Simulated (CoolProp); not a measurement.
Vapour-liquid equilibrium of propylene (1) + dimethyl ether (2) at 0.11 bar; x and y are mole fractions of (1).

Computed with CoolProp (multi-fluid Helmholtz-energy mixture model, Lemmon 2013 and Wu 2011; pair parameters Bell 2016).

```csv
x,bubble temperature (K),y at the bubble point,dew temperature at overall composition x (K),liquid density (mol/L)
0.05,204.3,0.210,206.5,17.10
0.15,200.0,0.474,205.2,16.99
0.25,196.9,0.626,203.7,16.85
0.35,194.5,0.723,202.2,16.69
0.45,192.7,0.791,200.5,16.52
0.55,191.1,0.841,198.5,16.35
0.65,189.9,0.882,196.3,16.18
0.75,188.8,0.917,193.8,16.01
0.85,187.7,0.950,190.9,15.85
0.95,186.8,0.983,187.8,15.68
```

No azeotrope shows between x = 0.05 and 0.95.

Pair parameters are fitted to limited data, so mixtures are less certain than the pure fluids.
